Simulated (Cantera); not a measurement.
# B2O3 + O2 + H2 (boron, boron nitride and boron oxide)

Feed: 1 mol B2O3, 0.093 mol O2, 28 mol H2, at 6.10 mbar.

Method: chemical equilibrium by Gibbs-energy minimisation in Cantera with the NASA 1993 tables (ideal gas, pure condensed phases). Candidate condensed phases: B, B2O3, B3O3H3, H2O; 23 gas species. The numbers say what is thermodynamically allowed, not how fast it happens.

At 1575 K the condensed part is B2O3(l). From 1600 K to 1825 K nothing is condensed. The main B-bearing gas is B2O3 at 1575 K and HBO2 at 1825 K.

```
T (K)   x H2  x HBO2   x HBO  x B2O3       x H    x H2O      x BO    x B2O2  n B2O3(l)
-----  -----  ------  ------  ------  --------  -------  --------  --------  ---------
1575   0.947  0.0233  0.0117  0.0153  0.000518  0.00160  0.000151  0.000894     0.0210
1600   0.945  0.0238  0.0124  0.0153  0.000677  0.00177  0.000202  0.000945          0
1625   0.944  0.0240  0.0129  0.0149  0.000878  0.00196  0.000264  0.000964          0
1650   0.943  0.0242  0.0134  0.0145   0.00113  0.00216  0.000341  0.000981          0
1675   0.942  0.0243  0.0139  0.0141   0.00144  0.00238  0.000438  0.000997          0
1700   0.941  0.0245  0.0143  0.0137   0.00183  0.00262  0.000558   0.00101          0
1725   0.940  0.0246  0.0148  0.0134   0.00231  0.00287  0.000704   0.00102          0
1750   0.939  0.0247  0.0152  0.0130   0.00289  0.00314  0.000883   0.00103          0
1775   0.938  0.0248  0.0157  0.0126   0.00359  0.00342   0.00110   0.00104          0
1800   0.936  0.0248  0.0161  0.0122   0.00444  0.00372   0.00136   0.00105          0
1825   0.935  0.0249  0.0164  0.0118   0.00545  0.00404   0.00166   0.00105          0
```
x: gas mole fraction; n: condensed amount in mol.
